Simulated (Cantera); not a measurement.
Input (Python, Cantera):

```python
import numpy as np
import cantera as ct

surf = ct.Interface("diamond.yaml", "diamond_100")
gas, bulk = surf.adjacent["gas"], surf.adjacent["diamond"]
k = surf.kinetics_species_index(bulk.species_names[0])
cover = ["c6HH", "c6H*", "c6*H", "c6**", "c6HM", "c6B"]

rows, drift = [], 0.0
print(f"{'P':>10s}{'um/h':>11s}" + "".join(f"{s:>11s}" for s in cover))
for v in [440, 720, 1200, 1900, 3100, 5100, 8300, 14000]:
    T, P, xH, xCH3 = 1225, v, 0.00025, 0.0011
    gas.TPX = T, P, {"H": xH, "CH3": xCH3, "CH4": 0.03, "H2": 1 - xH - xCH3 - 0.03}
    surf.TP = bulk.TP = T, P
    surf.coverages = "c6H*:0.1, c6HH:0.9"
    surf.advance_coverages(100.0)
    before = surf.coverages
    surf.advance_coverages(100.0)
    drift = max(drift, np.max(np.abs(surf.coverages - before) / (surf.coverages + 1e-9)))
    rate = surf.net_production_rates[k] * bulk.mean_molecular_weight / bulk.density * 3.6e9
    rows.append([rate, *surf[cover].coverages])
    print(f"{v:10.4g}{rate:11.4e}" + "".join(f"{x:11.3e}" for x in rows[-1][1:]))
```

It prints:

```
         P       um/h       c6HH       c6H*       c6*H       c6**       c6HM        c6B
       440 6.6648e-02  5.221e-01  3.471e-02  4.236e-01  9.777e-03  6.263e-04  1.809e-10
       720 1.3118e-01  5.213e-01  3.463e-02  4.226e-01  9.358e-03  1.041e-03  3.560e-10
      1200 2.5425e-01  5.203e-01  3.455e-02  4.216e-01  9.001e-03  1.756e-03  6.899e-10
      1900 4.5187e-01  5.192e-01  3.445e-02  4.204e-01  8.754e-03  2.797e-03  1.226e-09
      3100 8.3062e-01  5.175e-01  3.432e-02  4.188e-01  8.553e-03  4.569e-03  2.254e-09
      5100 1.5638e+00  5.150e-01  3.413e-02  4.165e-01  8.391e-03  7.478e-03  4.243e-09
      8300 2.9878e+00  5.111e-01  3.384e-02  4.130e-01  8.250e-03  1.202e-02  8.108e-09
   1.4e+04 6.2452e+00  5.047e-01  3.337e-02  4.071e-01  8.085e-03  1.976e-02  1.695e-08
```

Cantera simulation using the Harris–Goodwin 1993 mechanism for the reconstructed diamond (100) surface; the numbers are that mechanism's predictions, not measurements.
